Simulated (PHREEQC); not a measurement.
Solution (25 °C): 40 mmol/kgw KHF2 and 18 mmol/kgw HNO3. Closed to the air; pH follows from the charge balance.

Model: ion-association model, phreeqc.dat, run in PHREEQC.

No solid was allowed to form.

Task: Order these F species by the share of F that they hold, largest first: HF, HF2-, F-.

Result: HF (64 %), F- (25 %), HF2- (10 %)

The pH is 2.68 and the ionic strength 0.0424 mol/kgw.
